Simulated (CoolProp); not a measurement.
Vapour-liquid equilibrium of methanol (1) + ethanol (2) at 250.3 K; x and y are mole fractions of (1).

The numbers come from the multi-fluid Helmholtz-energy mixture model, de Reuck 1993 and Schroeder 2014; pair parameters Bell 2016 in CoolProp.

| x | bubble pressure (MPa) | y at the bubble point | dew pressure at overall composition x (MPa) | liquid density (mol/L) |
|---|---|---|---|---|
| 0.05 | 0.0003021 | 0.145 | 0.0002817 | 18.22 |
| 0.15 | 0.0003588 | 0.353 | 0.0003034 | 18.84 |
| 0.25 | 0.0004125 | 0.501 | 0.0003285 | 19.50 |
| 0.35 | 0.0004651 | 0.614 | 0.0003578 | 20.20 |
| 0.45 | 0.0005179 | 0.706 | 0.0003925 | 20.94 |
| 0.55 | 0.0005717 | 0.782 | 0.0004339 | 21.73 |
| 0.65 | 0.0006269 | 0.846 | 0.0004845 | 22.56 |
| 0.75 | 0.0006837 | 0.900 | 0.0005478 | 23.45 |
| 0.85 | 0.0007416 | 0.946 | 0.0006306 | 24.40 |
| 0.95 | 0.0008000 | 0.984 | 0.0007472 | 25.41 |

No azeotrope shows between x = 0.05 and 0.95.

Pair parameters are fitted to limited data, so mixtures are less certain than the pure fluids. The gap from Raoult's law changes sign with composition, which may be real or a fault of the pair parameters; it wasn't checked against measurements.
